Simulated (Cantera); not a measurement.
A perfectly stirred reactor is fed with CH4 : O2 : N2 = 1 : 2.78 : 10.4 (molar parts), equivalence ratio 0.72, at 1280 Torr; it is adiabatic with a 500 K inlet, and is followed from long to short residence time, starting on the burning branch (τ in s: 0.29, 0.083, 0.024, 0.0068, 0.0019, 0.00056, 0.00016, 4.5e-05, 1.3e-05, 3.7e-06).

Computed with Cantera and GRI-Mech 3.0 (53 species, 325 reactions).

Question: Predict: blow-out, bracketed by the residence times tried; x(CH4) at τ = 0.290 s; x(O2) at τ = 0.290 s; x(CH3) at τ = 0.290 s; x(O) at τ = 0.290 s; x(CH4) at τ = 0.560 ms; x(O2) at τ = 0.560 ms; x(C2H2) at τ = 0.560 ms; x(CH3) at τ = 0.560 ms; x(O) at τ = 0.560 ms.

Answer: 
```json
{
 "blow_out_bracketed_by_the_residence_times_tried": "burning at 0.160 ms, out at 45.0 µs",
 "x(CH4) at τ = 0.290 s": "1.52e-6",
 "x(O2) at τ = 0.290 s": "0.0545",
 "x(CH3) at τ = 0.290 s": "5.13e-7",
 "x(O) at τ = 0.290 s": "0.000163",
 "x(CH4) at τ = 0.560 ms": "0.000164",
 "x(O2) at τ = 0.560 ms": "0.0583",
 "x(C2H2) at τ = 0.560 ms": "2.74e-8",
 "x(CH3) at τ = 0.560 ms": "3.89e-5",
 "x(O) at τ = 0.560 ms": "0.00223"
}
```
